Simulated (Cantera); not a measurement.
Cantera run, input and output.

```python
import numpy as np
import cantera as ct

gas = ct.Solution("gri30.yaml")
gas.TPX = 1723, 500000, {'H2': 1, 'O2': 0.455, 'N2': 1.71, 'H2O': 0.15}
reactor = ct.IdealGasReactor(gas, energy="on", clone=False)
net = ct.ReactorNet([reactor])
net.rtol, net.atol = 1e-08, 1e-16
show = ['H2', 'O2', 'H', 'H2O', 'O', 'NO', 'NO2']
times = np.geomspace(2e-06, 0.2, 14)

steps = ct.SolutionArray(gas, extra=["t"])
rows = []
print(f"{'t/s':>10s}{'T/K':>9s}{'P/Pa':>11s}" + "".join(f"{s:>11s}" for s in show))
for t in times:
    while net.time < t:
        t_next = net.step()
        steps.append(gas.state, t=t_next)
    rows.append([np.interp(t, steps.t, y) for y in (steps.T, steps.P, *steps(*show).X.T)])
    print(f"{t:10.3e}{rows[-1][0]:9.1f}{rows[-1][1]:11.4g}" + "".join(f"{x:11.3e}" for x in rows[-1][2:]))
rate = np.gradient(steps.T, steps.t)
print("integrator steps:", len(steps.t))
if steps.T.max() > steps.T[0] + 200:
    print(f"time of steepest temperature rise: {steps.t[rate.argmax()]:.4e} s")
gas.TPX = 1723, 500000, {'H2': 1, 'O2': 0.455, 'N2': 1.71, 'H2O': 0.15}
gas.equilibrate("UV")
print(f"equilibrium (UV): T = {gas.T:.1f} K  " + "  ".join(f"{s} {gas[s].X[0]:.3e}" for s in show))
```

Result:

```
       t/s      T/K       P/Pa         H2         O2          H        H2O          O         NO        NO2
 2.000e-06   2457.0  6.825e+05  8.261e-02  2.453e-02  6.910e-02  2.265e-01  2.098e-02  4.167e-05  1.444e-08
 4.849e-06   3114.8  8.262e+05  7.201e-02  1.377e-02  2.787e-02  2.744e-01  8.991e-03  5.140e-04  1.875e-07
 1.176e-05   3178.4   8.39e+05  7.015e-02  1.208e-02  2.443e-02  2.806e-01  7.708e-03  2.176e-03  7.752e-07
 2.850e-05   3172.4  8.373e+05  7.114e-02  1.131e-02  2.421e-02  2.802e-01  7.326e-03  5.484e-03  1.896e-06
 6.910e-05   3164.9  8.352e+05  7.236e-02  1.044e-02  2.394e-02  2.798e-01  6.884e-03  9.372e-03  3.125e-06
 1.675e-04   3162.3  8.345e+05  7.278e-02  1.015e-02  2.385e-02  2.797e-01  6.738e-03  1.068e-02  3.515e-06
 4.062e-04   3162.3  8.345e+05  7.280e-02  1.014e-02  2.384e-02  2.797e-01  6.733e-03  1.072e-02  3.527e-06
 9.848e-04   3162.3  8.345e+05  7.280e-02  1.014e-02  2.384e-02  2.797e-01  6.733e-03  1.072e-02  3.527e-06
 2.388e-03   3162.3  8.345e+05  7.280e-02  1.014e-02  2.384e-02  2.797e-01  6.733e-03  1.072e-02  3.527e-06
 5.789e-03   3162.3  8.345e+05  7.280e-02  1.014e-02  2.384e-02  2.797e-01  6.733e-03  1.072e-02  3.527e-06
 1.403e-02   3162.3  8.345e+05  7.280e-02  1.014e-02  2.384e-02  2.797e-01  6.733e-03  1.072e-02  3.527e-06
 3.403e-02   3162.3  8.345e+05  7.280e-02  1.014e-02  2.384e-02  2.797e-01  6.733e-03  1.072e-02  3.527e-06
 8.249e-02   3162.3  8.345e+05  7.280e-02  1.014e-02  2.384e-02  2.797e-01  6.733e-03  1.072e-02  3.527e-06
 2.000e-01   3162.3  8.345e+05  7.280e-02  1.014e-02  2.384e-02  2.797e-01  6.733e-03  1.072e-02  3.527e-06
integrator steps: 1102
time of steepest temperature rise: 1.4905e-06 s
equilibrium (UV): T = 3162.3 K  H2 7.280e-02  O2 1.014e-02  H 2.384e-02  H2O 2.797e-01  O 6.733e-03  NO 1.072e-02  NO2 3.527e-06
```

Computed with Cantera and GRI-Mech 3.0 (53 species, 325 reactions). The hydrogen kinetics of GRI-Mech 3.0 are dated; newer H2 mechanisms differ, most at raised pressure. Above 3000 K some thermodynamic fits are extrapolated.
